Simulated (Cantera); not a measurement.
Input: 1 mol SiH₂Cl₂, 9.4 mol NH₃, 6.1 mol H₂, at 1600 K and 10000 Pa.

These are equilibrium values from Cantera (NASA tables, ideal gas, pure condensed phases), not measurements of a reactor. Candidate condensed phases: NH₄Cl, Si, Si₃N₄; 28 gas species. The tables' values for SiCl₃ are old estimates; treat these amounts as uncertain. Kinetics and transport are ignored.

What is the equilibrium state?


```json
{
 "x(H₂)": "0.771",
 "x(N₂)": "0.155",
 "x(HCl)": "0.0725",
 "x(SiCl₂)": "0.00169",
 "x(H)": "0.000151",
 "x(SiCl₃)": "6.04e-5",
 "x(Cl)": "1.12e-5",
 "x(SiHCl₃)": "8.14e-6",
 "x(SiCl₄)": "5.30e-6",
 "n(Si₃N₄(s))": "0.318 mol",
 "gas_amount": "26.27 mol",
 "log10 activity of Si(s) (absent)": "-1.14"
}
```
